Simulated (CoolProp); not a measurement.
A Linde-Hampson liquefier for CF4 (R14): isothermal reversible compression at 320 K from 1 atm to 10 MPa, throttling to 1 atm, return gas leaving the recuperator 2 K below the feed. Each further row changes one setting.

The numbers come from the reference Helmholtz-energy equation of state, Platzer 1990 in CoolProp. This equation is an older, rougher fit; its heat capacities, sound speeds and derivatives of the liquid may be far off and weren't checked against measurements.

```csv
case,liquid yield per pass,compression work (kJ/kg of gas)
as stated,[?],131
high pressure 20 MPa,0.222,[?]
warm-end temperature 350 K,[?],[?]
warm-end gap 7 K,0.126,131
```

**Question.** Some entries are withheld; supply them.

**Answer.** 
- as stated, liquid yield per pass: 0.139
- high pressure 20 MPa, compression work (kJ/kg of gas): 148
- warm-end temperature 350 K, liquid yield per pass: 0.101
- warm-end temperature 350 K, compression work (kJ/kg of gas): 146
